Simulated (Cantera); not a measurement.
A closed system holds: 1 mol SiO2, 44 mol H2, held at 1575 K and 0.100 bar.

Method: chemical equilibrium by Gibbs-energy minimisation in Cantera with the NASA 1993 tables (ideal gas, pure condensed phases). Candidate condensed phases: H2O, Si, SiO2; 18 gas species. The tables hold silica as quartz up to 1696 K and as liquid above; real silica turns to tridymite and cristobalite and melts near 1996 K. Rates play no part.

Base state: H2 0.999, H2O 0.000367, SiO 0.000367, H 0.000131 (mole fractions); condensed: SiO2(β-quartz).

What changes in the equilibrium state with this change: SiO2 replaced by Cr2O3?


```
species                before     after
-------------------  --------  --------
H2                      0.999     0.998
H2O                  0.000367   0.00198
H                    0.000131  0.000131
SiO                  0.000367         0
Cr                          0   2.44e-5
SiO2(β-quartz), mol     0.984         0
Cr(s), mol                  0    0.0572
Cr2O3(s), mol               0     0.971
```
Mutual solubility and eutectic melting of coexisting phases are not modelled. Further candidate phases: Cr, Cr2O3.
